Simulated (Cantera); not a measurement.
Input: 1 mol Al₂O₃, 0.65 mol H₂, held at 74.0 Pa.

Method: chemical equilibrium by Gibbs-energy minimisation in Cantera with the NASA 1993 tables (ideal gas, pure condensed phases). Candidate condensed phases: Al, Al₂O₃, H₂O; 19 gas species. Kinetics and transport are ignored. All values below are at 1475 K.

Base state: H₂ 1.000, H 0.000477 (mole fractions); condensed: Al₂O₃(s).

Problem. What changes in the equilibrium state with this change: Al₂O₃ replaced by TiO₂?

Solution. 
| species | before | after |
|---|---|---|
| H₂ | 1.000 | 0.986 |
| H₂O | 2.02e-6 | 0.0131 |
| H | 0.000477 | 0.000474 |
| Al₂O₃(s), mol | 1.00 | 0 |
| TiO₂(rutile), mol | 0 | 0.966 |
| Ti₄O₇(s), mol | 0 | 0.00853 |
Mutual solubility and eutectic melting of coexisting phases are not modelled. Condensed phases not in the tables: Magnéli phases beyond Ti₄O₇. Further candidate phases: Ti, TiO, TiO₂, Ti₂O₃, Ti₃O₅, Ti₄O₇.
